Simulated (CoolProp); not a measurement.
Vapour-liquid equilibrium of CHF3 (R23) (1) + C2F6 (R116) (2) at -90.45 °C; x and y are mole fractions of (1).

Model: multi-fluid Helmholtz-energy mixture model, Penoncello 2003 and Lemmon 2006; pair parameters Bell 2016, in CoolProp.

| x | bubble pressure (bar) | y at the bubble point | dew pressure at overall composition x (bar) | liquid density (mol/L) |
|---|---|---|---|---|
| 0.05 | 0.6150 | 0.227 | 0.5174 | 12.26 |
| 0.2 | 0.7943 | 0.459 | 0.5980 | 13.07 |
| 0.35 | 0.8473 | 0.526 | 0.7029 | 14.04 |
| 0.5 | 0.8599 | 0.555 | 0.8284 | 15.19 |
| 0.65 | 0.8588 | 0.580 | 0.8228 | 16.59 |
| 0.8 | 0.8327 | 0.634 | 0.7211 | 18.27 |
| 0.95 | 0.7058 | 0.824 | 0.6321 | 20.32 |

y crosses x between x = 0.5 and 0.65: the model has an azeotrope there.

Pair parameters are fitted to limited data, so mixtures are less certain than the pure fluids. With so large a gap from Raoult's law the liquid may split in two, which this calculation doesn't test in full.
